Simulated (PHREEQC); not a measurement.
Consider water at 20 °C with 0.017 mol/kgw NaHSO4, 0.0013 mol/kgw NaOH and 0.0073 mol/kgw NaCl. Closed to the air; pH follows from the charge balance.

Model: ion-association model, phreeqc.dat, run in PHREEQC.

Each row changes one thing in this solution. This is a speciation only: nothing precipitates in the calculation.

| case | pH | ionic strength (mol/kgw) | SO4-2 (mol/kgw) | HSO4- (mol/kgw) | NaSO4- (mol/kgw) | SI of Halite (NaCl) |
|---|---|---|---|---|---|---|
| as made | 2.04 | 0.0468 | 0.0112 | 0.00511 | 0.000642 | -5.47 |
| NaOH left out | 2.00 | 0.0462 | 0.0110 | 0.00545 | 0.000596 | -5.49 |
| NaOH from 0.0013 to 0.013 mol/kgw | 2.67 | 0.0530 | 0.0144 | 0.00149 | 0.00115 | -5.32 |
| 0.0038 mol/kgw K3PO4 added | 2.42 | 0.0537 | 0.0134 | 0.00248 | 0.000731 | -5.48 |
| NaCl from 0.0073 to 0.00365 mol/kgw | 2.04 | 0.0432 | 0.0112 | 0.00518 | 0.000563 | -5.84 |
